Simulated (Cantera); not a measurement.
What does this Cantera script print?

```python
import numpy as np
import cantera as ct

gas = ct.Solution("gri30.yaml")
gas.TPX = 1250, 19000, {'N2O': 1, 'H2O': 0.0013}
reactor = ct.IdealGasConstPressureReactor(gas, energy="off", clone=False)
net = ct.ReactorNet([reactor])
net.rtol, net.atol = 1e-08, 1e-18
show = ['N2O', 'NO', 'N2', 'O2', 'NO2']
times = np.geomspace(0.0003, 40, 13)

steps = ct.SolutionArray(gas, extra=["t"])
rows = []
print(f"{'t/s':>10s}{'T/K':>9s}{'P/Pa':>11s}" + "".join(f"{s:>11s}" for s in show))
for t in times:
    while net.time < t:
        t_next = net.step()
        steps.append(gas.state, t=t_next)
    rows.append([np.interp(t, steps.t, y) for y in (steps.T, steps.P, *steps(*show).X.T)])
    print(f"{t:10.3e}{rows[-1][0]:9.1f}{rows[-1][1]:11.4g}" + "".join(f"{x:11.3e}" for x in rows[-1][2:]))
rate = np.gradient(steps.T, steps.t)
print("integrator steps:", len(steps.t))
if steps.T.max() > steps.T[0] + 200:
    print(f"time of steepest temperature rise: {steps.t[rate.argmax()]:.4e} s")
gas.TPX = 1250, 19000, {'N2O': 1, 'H2O': 0.0013}
gas.equilibrate("TP")
print(f"equilibrium (TP): T = {gas.T:.1f} K  " + "  ".join(f"{s} {gas[s].X[0]:.3e}" for s in show))
```

It prints:

```
       t/s      T/K       P/Pa        N2O         NO         N2         O2        NO2
 3.000e-04   1250.0    1.9e+04  9.986e-01  9.960e-06  7.799e-05  3.455e-05  1.167e-10
 8.020e-04   1250.0    1.9e+04  9.984e-01  2.824e-05  2.141e-04  9.796e-05  2.686e-09
 2.144e-03   1250.0    1.9e+04  9.978e-01  7.698e-05  5.781e-04  2.674e-04  8.240e-08
 5.733e-03   1250.0    1.9e+04  9.962e-01  2.057e-04  1.551e-03  7.200e-04  1.620e-06
 1.533e-02   1250.0    1.9e+04  9.921e-01  5.388e-04  4.151e-03  1.927e-03  1.454e-05
 4.097e-02   1250.0    1.9e+04  9.811e-01  1.403e-03  1.105e-02  5.124e-03  5.965e-05
 1.095e-01   1250.0    1.9e+04  9.525e-01  3.673e-03  2.894e-02  1.346e-02  1.239e-04
 2.929e-01   1250.0    1.9e+04  8.816e-01  9.377e-03  7.336e-02  3.421e-02  1.572e-04
 7.830e-01   1250.0    1.9e+04  7.238e-01  2.204e-02  1.723e-01  8.052e-02  1.642e-04
 2.093e+00   1250.0    1.9e+04  4.491e-01  4.369e-02  3.447e-01  1.613e-01  1.627e-04
 5.596e+00   1250.0    1.9e+04  1.548e-01  6.534e-02  5.301e-01  2.486e-01  1.636e-04
 1.496e+01   1250.0    1.9e+04  1.930e-02  7.219e-02  6.171e-01  2.904e-01  1.843e-04
 4.000e+01   1250.0    1.9e+04  3.718e-04  7.184e-02  6.298e-01  2.966e-01  4.431e-04
integrator steps: 1545
equilibrium (TP): T = 1250.0 K  N2O 8.953e-09  NO 3.284e-04  N2 6.659e-01  O2 3.329e-01  NO2 2.410e-06
```

Detailed kinetics in Cantera: GRI-Mech 3.0 (53 species, 325 reactions). GRI-Mech 3.0 was tuned for natural gas; its chemistry of N2O as a main component is partial and can be far from experiment. The mechanism lacks the step 2 NO + O2 → 2 NO2, which can matter for NO2 below about 1400 K. The temperature is held fixed by assumption; the heat of reaction is taken as removed at once.
